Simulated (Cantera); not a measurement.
Charge: 1 mol CuO, 2.3 mol CO, 18 mol H2, equilibrated at 2498 K and 1.20 bar.

Method: chemical equilibrium by Gibbs-energy minimisation in Cantera with the NASA 1993 tables (ideal gas, pure condensed phases). Candidate condensed phases: C, C6H6, C7H8, C8H18, Cu, CuO, Cu(OH)2, Cu2O, H2O; 113 gas species. Rates play no part.

Base state: H2 0.781, CO 0.106, Cu 0.0460, H2O 0.0452, H 0.0201, CO2 0.000990, OH 0.000241, Cu2 0.000230 (mole fractions); condensed: gas only.

Q: What changes in the equilibrium state with this change: temperature from 2498 K to 1075 K?

A: 
| species | before | after |
|---|---|---|
| H2 | 0.781 | 0.832 |
| CO | 0.106 | 0.0996 |
| H2O | 0.0452 | 0.0524 |
| Cu | 0.0460 | <1e-9 |
| H | 0.0201 | 1.22e-8 |
| CH4 | 5.91e-9 | 0.00899 |
| OH | 0.000241 | <1e-9 |
| Cu2 | 0.000230 | <1e-9 |
| Cu(s), mol | 0 | 1.00 |

Q: What changes in the equilibrium state with this change: H2 from 18 to 4.9 mol?

A: 
```tsv
species	before	after
H2	0.781	0.475
CO	0.106	0.269
Cu	0.0460	0.118
CO2	0.000990	0.0101
H2O	0.0452	0.110
H	0.0201	0.0157
CuO	1.13e-6	1.17e-5
Cu2	0.000230	0.00151
```

Q: What changes in the equilibrium state with this change: temperature from 2498 K to 1550 K?

A: 
| species | before | after |
|---|---|---|
| H2 | 0.781 | 0.840 |
| CO | 0.106 | 0.111 |
| H2O | 0.0452 | 0.0470 |
| Cu | 0.0460 | 1.55e-5 |
| H | 0.0201 | 2.63e-5 |
| Cu2 | 0.000230 | 8.28e-9 |
| OH | 0.000241 | 4.96e-8 |
| Cu(l), mol | 0 | 1.000 |
